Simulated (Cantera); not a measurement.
**Thermodynamics of carbon deposition, reforming and gasification, feed C6H6 + NH3 + N2 + H2O**

Feed: 1 mol C6H6, 1.5 mol NH3, 0.23 mol N2, 2.7 mol H2O, held at 525 K and 1.33 mbar.

These are equilibrium values from Cantera (NASA tables, ideal gas, pure condensed phases), not measurements of a reactor. Candidate condensed phases: C, C6H6, C7H8, C8H18, H2O; 136 gas species. The numbers say what is thermodynamically allowed, not how fast it happens.

The x(H2) is 0.376 and the x(H2O) is 0.274. The x(CH4) is 0.187, the x(N2) is 0.126 and the x(CO2) comes out as 0.0364. The x(CO) is 0.000573, the x(NH3) is 1.95e-5 and the n(C(graphite)) is 4.26 mol. The gas amount is 7.768 mol.
